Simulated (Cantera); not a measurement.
Standard-state values (1 bar) from the NASA 1993 polynomials, evaluated with Cantera. Values are per mole of reaction as written; species without (g) are pure solids or liquids, kept so even where they would boil at 1 bar.

3 H(g) + AlBr₃(g) = 3 HBr(g) + Al

```tsv
T (K)	ΔH° (kJ)	ΔS° (J/K)	ΔG° (kJ)	log10 K	condensed phases
300	-352.9	-69.4	-332.1	57.82	Al(s)
1323	-362.7	-90.8	-242.5	9.57	Al(l)
1373	___	___	___	___	Al(l)
1423	___	___	___	___	Al(l)
1473	-364.2	-92.0	-228.8	8.11	Al(l)
1523	___	___	___	___	Al(l)
```

Some entries are withheld; supply them.


- 1373, ΔH° (kJ): -363.2
- 1373, ΔS° (J/K): -91.2
- 1373, ΔG° (kJ): -237.9
- 1373, log10 K: 9.05
- 1423, ΔH° (kJ): -363.8
- 1423, ΔS° (J/K): -91.6
- 1423, ΔG° (kJ): -233.4
- 1423, log10 K: 8.57
- 1523, ΔH° (kJ): -364.7
- 1523, ΔS° (J/K): -92.3
- 1523, ΔG° (kJ): -224.2
- 1523, log10 K: 7.69
